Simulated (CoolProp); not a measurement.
Vapour-liquid equilibrium of toluene (1) + m-xylene (2) at 313.3 K; x and y are mole fractions of (1).

Model: multi-fluid Helmholtz-energy mixture model, Lemmon 2006 and Zhou 2012; pair parameters Bell 2016, in CoolProp.

Problem. Give the bubble pressure and the first vapour's composition at x = 0.05, 0.35, 0.8. Is there an azeotrope?

Solution. x = 0.05: 0.002851 MPa, y = 0.149; x = 0.35: 0.004678 MPa, y = 0.644; x = 0.8: 0.007017 MPa, y = 0.918. No azeotrope shows between x = 0.05 and 0.95.

The pair parameters rest on a limited set of measurements; away from them the model extrapolates.
